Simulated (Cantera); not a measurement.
## Thermodynamics of carbon deposition, reforming and gasification, feed toluene + O₂ + N₂

Charge: 1 mol toluene, 0.22 mol O₂, 0.79 mol N₂, held at 0.900 bar.

Cantera equilibrium calculation (NASA polynomials, part measured and part estimated; ideal gas, pure solids and liquids). Candidate condensed phases: C, C₆H₆, C₇H₈, C₈H₁₈, H₂O; 136 gas species. Kinetics and transport are ignored.

From 973 K to 1273 K the condensed part is C(graphite). The main C-bearing gas is CO throughout.

| T (K) | x H₂ | x N₂ | x CO | x CH₄ | x H₂O | n C(graphite) |
|---|---|---|---|---|---|---|
| 973 | 0.693 | 0.163 | 0.0608 | 0.0556 | 0.0236 | 6.42 |
| 998 | 0.708 | 0.161 | 0.0672 | 0.0440 | 0.0175 | 6.44 |
| 1023 | 0.720 | 0.158 | 0.0722 | 0.0350 | 0.0128 | 6.46 |
| 1048 | 0.729 | 0.157 | 0.0758 | 0.0279 | 0.00929 | 6.47 |
| 1073 | 0.736 | 0.156 | 0.0784 | 0.0224 | 0.00675 | 6.48 |
| 1098 | 0.742 | 0.155 | 0.0801 | 0.0181 | 0.00492 | 6.50 |
| 1123 | 0.746 | 0.154 | 0.0814 | 0.0147 | 0.00361 | 6.50 |
| 1148 | 0.749 | 0.153 | 0.0822 | 0.0120 | 0.00267 | 6.51 |
| 1173 | 0.752 | 0.153 | 0.0828 | 0.00991 | 0.00199 | 6.52 |
| 1198 | 0.754 | 0.153 | 0.0832 | 0.00821 | 0.00150 | 6.53 |
| 1223 | 0.756 | 0.152 | 0.0835 | 0.00686 | 0.00114 | 6.53 |
| 1248 | 0.757 | 0.152 | 0.0837 | 0.00576 | 0.000877 | 6.53 |
| 1273 | 0.759 | 0.152 | 0.0838 | 0.00487 | 0.000681 | 6.54 |
x: gas mole fraction; n: condensed amount in mol.
